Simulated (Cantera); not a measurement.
What does this Cantera script print?

```python
import numpy as np
import cantera as ct

gas_names = """
    O MgCL2 CL
""".split()
cond_names = """
    MgO(s) MgO(L)
""".split()


# ... load() reads the species with a 1 bar reference pressure and builds the phases ...
species = {s.name: s for s in load("nasa_gas.yaml", gas_names) + load("nasa_condensed.yaml", cond_names)}
# Each term lists the table entries of one substance; the one whose range holds T is used.
reactions = {
    'O(g) + MgCl2(g) = 2 Cl(g) + MgO':
        [(-1, ['O']), (-1, ['MgCL2']), (2, ['CL']), (1, ['MgO(s)', 'MgO(L)'])],
}


def pick(names, T):
    return next(species[n] for n in names if species[n].thermo.min_temp <= T <= species[n].thermo.max_temp)


results = []
for label, terms in reactions.items():
    print(label)
    print("     T/K   dH/kJ  dS/(J/K)   dG/kJ   log10 K")
    for T in [2198, 2273, 2348, 2423, 2498]:
        used = [(nu, pick(names, T)) for nu, names in terms]
        dH = sum(nu * s.thermo.h(T) for nu, s in used) / 1e6
        dS = sum(nu * s.thermo.s(T) for nu, s in used) / 1e3
        dG = dH - T * dS / 1e3
        logK = -dG * 1e6 / (ct.gas_constant * T * np.log(10))
        results.append((label, T, dH, dS, dG, logK, [s.name for _, s in used]))
        print(f"{T:8g} {dH:8.1f} {dS:8.1f} {dG:8.1f} {logK:8.2f}")
```

Output:

```
O(g) + MgCl2(g) = 2 Cl(g) + MgO
     T/K   dH/kJ  dS/(J/K)   dG/kJ   log10 K
    2198   -190.8    -58.3    -62.8     1.49
    2273   -189.7    -57.7    -58.4     1.34
    2348   -188.4    -57.2    -54.1     1.20
    2423   -187.2    -56.7    -49.9     1.07
    2498   -186.0    -56.2    -45.6     0.95
```

Cantera with NASA thermochemical tables; ideal gases at 1 bar, condensed phases pure. Condensed species are held in their standard states even where they would react or evaporate.
